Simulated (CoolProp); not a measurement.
Saturation properties of R1234yf.

Computed with CoolProp (reference Helmholtz-energy equation of state, Lemmon 2022).

```csv
T (K),p (kPa),liquid density (kg/m³),enthalpy of vaporisation (kJ/kg),liquid cp (kJ/(kg K)),surface tension (mN/m),liquid conductivity (mW/(m K))
276.9,358.0,1164,161.0,1.312,8.94,70.2
283.8,446.6,1142,156.3,1.335,8.01,68.0
290.7,550.8,1118,151.3,1.362,7.11,65.8
297.7,674.1,1093,145.9,1.392,6.23,63.7
304.6,814.9,1068,140.1,1.425,5.39,61.6
311.5,976.5,1040,134.0,1.465,4.59,59.5
318.4,1161,1011,127.3,1.512,3.83,57.5
325.3,1370,979.9,120.0,1.571,3.10,55.5
332.3,1611,945.0,111.7,1.649,2.41,53.5
339.2,1877,906.7,102.5,1.756,1.79,51.5
346.1,2177,862.9,91.82,1.920,1.22,49.5
353,2512,810.3,78.94,2.214,0.715,47.6
359.9,2888,741.3,61.96,2.978,0.299,46.0
```

It boils at 243.7 K under 1 atm.

Thermal conductivity comes from a separate model (Perkins 2011). Surface tension comes from a separate correlation (Mulero 2012).
